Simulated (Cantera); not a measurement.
Charge: 1 mol Si2H6, 0.56 mol Cl2, 700 mol H2, equilibrated at 1600 K and 2.00 bar.

Cantera equilibrium calculation (NASA polynomials, part measured and part estimated; ideal gas, pure solids and liquids). Candidate condensed phases: Si; 19 gas species. The feed counts by its element totals alone. Rates play no part.

What is the equilibrium state?


| Property | Result |
|---|---|
| x(H2) | 0.998 |
| x(HCl) | 0.00157 |
| x(H) | 3.84e-5 |
| x(SiCl2) | 8.54e-6 |
| x(SiH2) | 5.00e-6 |
| x(SiH4) | 2.30e-6 |
| x(SiH3Cl) | 1.25e-6 |
| n(Si(s)) | 1.99 mol |
| gas amount | 703.6 mol |
